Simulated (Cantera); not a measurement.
Charge: 1 mol PbO, 0.24 mol O2, 0.15 mol H2, equilibrated at 1 atm.

Method: chemical equilibrium by Gibbs-energy minimisation in Cantera with the NASA 1993 tables (ideal gas, pure condensed phases). Candidate condensed phases: H2O, Pb, PbO, PbO2, Pb3O4; 12 gas species. Gases not in the tables: (PbO)n polymers. Kinetics and transport are ignored.

Which condensed phases are stable at each of these points (T (K)): 648, 698, 748, 798, 848, 898, 948, 998, 1048, 1098, 1148, 1198, 1248, 1298?


```json
[
 {"T (K)": "648", "condensed phases": "PbO(red) + Pb3O4(s)", "Pb condensed (%)": "100.0"},
 {"T (K)": "698", "condensed phases": "PbO(red)", "Pb condensed (%)": "100.0"},
 {"T (K)": "748", "condensed phases": "PbO(red)", "Pb condensed (%)": "100.0"},
 {"T (K)": "798", "condensed phases": "PbO(yellow)", "Pb condensed (%)": "100.0"},
 {"T (K)": "848", "condensed phases": "PbO(yellow)", "Pb condensed (%)": "100.0"},
 {"T (K)": "898", "condensed phases": "PbO(yellow)", "Pb condensed (%)": "100.0"},
 {"T (K)": "948", "condensed phases": "PbO(yellow)", "Pb condensed (%)": "100.0"},
 {"T (K)": "998", "condensed phases": "PbO(yellow)", "Pb condensed (%)": "100.0"},
 {"T (K)": "1048", "condensed phases": "PbO(yellow)", "Pb condensed (%)": "100.0"},
 {"T (K)": "1098", "condensed phases": "PbO(yellow)", "Pb condensed (%)": "100.0"},
 {"T (K)": "1148", "condensed phases": "PbO(yellow)", "Pb condensed (%)": "100.0"},
 {"T (K)": "1198", "condensed phases": "PbO(l)", "Pb condensed (%)": "100.0"},
 {"T (K)": "1248", "condensed phases": "PbO(l)", "Pb condensed (%)": "100.0"},
 {"T (K)": "1298", "condensed phases": "PbO(l)", "Pb condensed (%)": "100.0"}
]
```

At 648 K the condensed part is PbO(red) + Pb3O4(s). From 698 K to 748 K the condensed part is PbO(red). From 798 K to 1148 K the condensed part is PbO(yellow). From 1198 K to 1298 K the condensed part is PbO(l).
